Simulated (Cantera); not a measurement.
An isothermal, constant-pressure homogeneous reactor starts with 2.61 % H2, 50.2 % O2, 47.2 % N2, at 1050 K and 10.00 Torr.

Model: the H2/O2 subset of GRI-Mech 3.0, which has no nitrogen chemistry, integrated in Cantera. Radical loss at walls, strong at low pressure, is not modelled.

x: mole fraction; the columns are a selection and need not sum to one.

| t (s) | x H2 | x O2 | x H2O | x OH | x O | x H2O2 | x H |
|---|---|---|---|---|---|---|---|
| 8.00e-6 | 0.0261 | 0.502 | <1e-12 | <1e-12 | <1e-12 | <1e-12 | 3.66e-12 |
| 5.31e-5 | 0.0261 | 0.502 | <1e-12 | 3.01e-12 | 3.22e-12 | <1e-12 | 2.19e-11 |
| 0.000352 | 0.0261 | 0.502 | 5.95e-11 | 7.23e-11 | 1.03e-10 | <1e-12 | 1.20e-10 |
| 0.00234 | 0.0261 | 0.502 | 2.33e-8 | 8.03e-9 | 1.54e-8 | <1e-12 | 8.84e-9 |
| 0.0155 | 0.000762 | 0.485 | 0.0222 | 0.00124 | 0.0121 | 5.99e-8 | 0.00526 |
| 0.103 | 9.76e-5 | 0.493 | 0.0259 | 0.000451 | 0.00271 | 4.42e-8 | 0.000416 |
| 0.682 | 3.23e-6 | 0.495 | 0.0264 | 8.30e-5 | 9.47e-5 | 2.36e-8 | 2.66e-6 |
| 4.52 | 1.14e-7 | 0.495 | 0.0264 | 1.63e-5 | 3.62e-6 | 4.26e-9 | 2.00e-8 |
| 30.0 | (withheld) | 0.495 | 0.0264 | (withheld) | (withheld) | 5.71e-10 | 4.32e-10 |

### Question
Some entries are withheld; supply them.

### Answer

- 30.0, x H2: 8.35e-9
- 30.0, x OH: 4.55e-6
- 30.0, x O: 2.81e-7
